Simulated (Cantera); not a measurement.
An adiabatic, constant-pressure homogeneous reactor starts with H₂ : O₂ : N₂ = 1 : 0.455 : 1.71 (molar parts), equivalence ratio 1.1, at 1350 K and 27000 Pa. Integrator tolerance rtol = 1e-08.

Model: the H2/O2 subset of GRI-Mech 3.0, which has no nitrogen chemistry, integrated in Cantera.

Problem. What does this change do: N2 1.71 to 2.4 parts?

Solution. 
```csv
quantity,before,after
time of steepest temperature rise,82.3 µs,0.101 ms
temperature at 7.00 s,2714 K,2616 K
equilibrium temperature,2714 K,2616 K
x(H₂) at 7.00 s,0.0663 (gas-phase equilibrium 0.0663),0.0475 (gas-phase equilibrium 0.0475)
x(O₂) at 7.00 s,0.0132 (gas-phase equilibrium 0.0132),0.00832 (gas-phase equilibrium 0.00832)
x(H) at 7.00 s,0.0299 (gas-phase equilibrium 0.0299),0.0173 (gas-phase equilibrium 0.0173)
x(O) at 7.00 s,0.00851 (gas-phase equilibrium 0.00851),0.00442 (gas-phase equilibrium 0.00442)
x(HO₂) at 7.00 s,3.44e-6 (gas-phase equilibrium 3.44e-6),1.81e-6 (gas-phase equilibrium 1.81e-6)
x(OH) at 7.00 s,0.0297 (gas-phase equilibrium 0.0297),0.0188 (gas-phase equilibrium 0.0188)
x(H₂O) at 7.00 s,0.254 (gas-phase equilibrium 0.254),0.220 (gas-phase equilibrium 0.220)
```

Problem. What does this change do: constant volume in place of constant pressure?

Solution. 
```csv
quantity,before,after
time of steepest temperature rise,82.3 µs,81.3 µs
temperature at 7.00 s,2714 K,2851 K
equilibrium temperature,2714 K,2851 K
x(H₂) at 7.00 s,0.0663 (gas-phase equilibrium 0.0663),0.0718 (gas-phase equilibrium 0.0718)
x(O₂) at 7.00 s,0.0132 (gas-phase equilibrium 0.0132),0.0150 (gas-phase equilibrium 0.0150)
x(H) at 7.00 s,0.0299 (gas-phase equilibrium 0.0299),0.0365 (gas-phase equilibrium 0.0365)
x(O) at 7.00 s,0.00851 (gas-phase equilibrium 0.00851),0.0113 (gas-phase equilibrium 0.0113)
x(HO₂) at 7.00 s,3.44e-6 (gas-phase equilibrium 3.44e-6),5.76e-6 (gas-phase equilibrium 5.76e-6)
x(OH) at 7.00 s,0.0297 (gas-phase equilibrium 0.0297),0.0356 (gas-phase equilibrium 0.0356)
x(H₂O) at 7.00 s,0.254 (gas-phase equilibrium 0.254),0.238 (gas-phase equilibrium 0.238)
```
